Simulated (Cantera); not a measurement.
Feed: 1 mol CH3F, 0.05 mol H2, equilibrated at 1950 °C and 0.100 bar.

Method: chemical equilibrium by Gibbs-energy minimisation in Cantera with the NASA 1993 tables (ideal gas, pure condensed phases). Candidate condensed phases: C, C6H6, C7H8, C8H18; 95 gas species. Rates play no part.

Base state: H2 0.500, HF 0.484, H 0.0143, C2H2 (acetylene) 0.00145, F 1.29e-5 (mole fractions); condensed: C(graphite).

Task: What changes in the equilibrium state with this change: temperature from 1950 °C to 650 °C?

Result: 
```
species            before    after
----------------  -------  -------
H2                  0.500    0.503
HF                  0.484    0.491
CH4               6.26e-6  0.00590
H                  0.0143    <1e-9
C2H2 (acetylene)  0.00145    <1e-9
F                 1.29e-5    <1e-9
C(graphite), mol    0.994    0.988
```
